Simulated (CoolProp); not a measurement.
Propylene at 498.89 K and 0.122 MPa is compressed adiabatically to 0.232 MPa with isentropic efficiency 0.6. Each further row changes one setting.

The numbers come from the reference Helmholtz-energy equation of state, Lemmon 2013 in CoolProp.

```csv
case,work (kJ/kg),final temperature (K),final density (kg/m³)
as stated,?,?,?
efficiency 1,?,?,2.24
efficiency 0.65,?,?,?
```

Question: Some entries are withheld; supply them.

Answer: 
- as stated, work (kJ/kg): 108
- as stated, final temperature (K): 545.6
- as stated, final density (kg/m³): 2.16
- efficiency 1, work (kJ/kg): 64.9
- efficiency 1, final temperature (K): 527.4
- efficiency 0.65, work (kJ/kg): 99.8
- efficiency 0.65, final temperature (K): 542.1
- efficiency 0.65, final density (kg/m³): 2.18
